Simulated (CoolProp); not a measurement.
The fluid at 515.98 K and 3.15 MPa expands adiabatically to 0.751 MPa with isentropic efficiency 0.85. The same conditions are run with several fluids, on thermodynamics alone (safety and materials aside).

Computed with CoolProp (reference Helmholtz-energy equation of state of each fluid (tetrahydrofuran: Fiedler 2023; ethane: Bücker 2006; methane: Setzmann 1991; isobutene: Lemmon 2005)).

Problem. Rank tetrahydrofuran, ethane, methane, isobutene by work (kJ/kg), highest first.

Solution. methane (285), ethane (156), isobutene (80.4), tetrahydrofuran (55.5)

```tsv
fluid	final temperature (K)	final density (kg/m³)
tetrahydrofuran	458.6	15.6
ethane	448.0	6.15
methane	410.6	3.54
isobutene	468.6	11.3
```
